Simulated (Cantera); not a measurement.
An isothermal, constant-pressure homogeneous reactor starts with C2H6 : N2 = 1 : 8.4 (molar parts), at 1100 K and 0.00760 bar. Integrator tolerance rtol = 1e-08.

Model: GRI-Mech 3.0 (53 species, 325 reactions), integrated in Cantera. GRI-Mech 3.0 stops at C3 and has no aromatics, soot or wall deposition, so with more carbon than oxygen in the feed, carbon stays in small species such as C2H2 where larger ones or solid carbon would form. Radical loss at walls, strong at low pressure, is not modelled.

| quantity | before | after |
|---|---|---|
| x(C2H6) at 10.0 s | 0.00139 (gas-phase equilibrium 1.90e-6) | 0.00225 (gas-phase equilibrium 2.05e-5) |
| x(C2H4) at 10.0 s | 0.0724 (gas-phase equilibrium 0.00321) | 0.209 (gas-phase equilibrium 0.0175) |
| x(CH4) at 10.0 s | 0.0161 (gas-phase equilibrium 0.0258) | 0.0473 (gas-phase equilibrium 0.120) |
| x(C2H) at 10.0 s | 1.38e-11 (gas-phase equilibrium 2.30e-12) | 1.17e-11 (gas-phase equilibrium 4.43e-12) |
| x(C2H2) at 10.0 s | 0.0139 (gas-phase equilibrium 0.0461) | 0.0277 (gas-phase equilibrium 0.126) |

Q: Name the change that produced these shifts.
(A) N2 8.4 to 1.8 parts
(B) temperature 1100 to 2023 K
(C) temperature 1100 to 1050 K
(D) N2 8.4 to 14 parts

A: A, N2 8.4 to 1.8 parts
